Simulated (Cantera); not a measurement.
An adiabatic, constant-pressure homogeneous reactor starts with H2 : O2 : N2 = 1 : 1.06 : 4 (molar parts), at 1425 K and 0.987 atm.

Model: the H2/O2 subset of GRI-Mech 3.0, which has no nitrogen chemistry, integrated in Cantera.

**Question.** Predict: time of steepest temperature rise; temperature at 0.100 s; equilibrium temperature; x(H2) at 0.100 s; x(O2) at 0.100 s; x(H2O) at 0.100 s; x(HO2) at 0.100 s; x(H2O2) at 0.100 s; x(H) at 0.100 s; x(O) at 0.100 s.

**Answer.** 
```json
{
  "time_of_steepest_temperature_rise": "18.5 µs",
  "temperature at 0.100 s": "2471 K",
  "equilibrium_temperature": "2471 K",
  "x(H2) at 0.100 s": "0.00281 (gas-phase equilibrium 0.00281)",
  "x(O2) at 0.100 s": "0.0962 (gas-phase equilibrium 0.0962)",
  "x(H2O) at 0.100 s": "0.168 (gas-phase equilibrium 0.168)",
  "x(HO2) at 0.100 s": "9.55e-6 (gas-phase equilibrium 9.55e-6)",
  "x(H2O2) at 0.100 s": "3.45e-7 (gas-phase equilibrium 3.45e-7)",
  "x(H) at 0.100 s": "0.00118 (gas-phase equilibrium 0.00118)",
  "x(O) at 0.100 s": "0.00391 (gas-phase equilibrium 0.00391)"
}
```
